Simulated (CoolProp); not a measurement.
Vapour-liquid equilibrium of m-xylene (1) + o-xylene (2) at 0.0852 MPa; x and y are mole fractions of (1).

Values from CoolProp's multi-fluid Helmholtz-energy mixture model, Zhou 2012 and Zhou 2012; pair parameters Bell 2016.

### Question
Give the bubble temperature and the first vapour's composition at x = 0.05, 0.15, 0.55. Is there an azeotrope?

### Answer
x = 0.05: 137.7 °C, y = 0.056; x = 0.15: 137.2 °C, y = 0.168; x = 0.55: 135.0 °C, y = 0.586. No azeotrope shows between x = 0.05 and 0.95.

Pair parameters are fitted to limited data, so mixtures are less certain than the pure fluids.
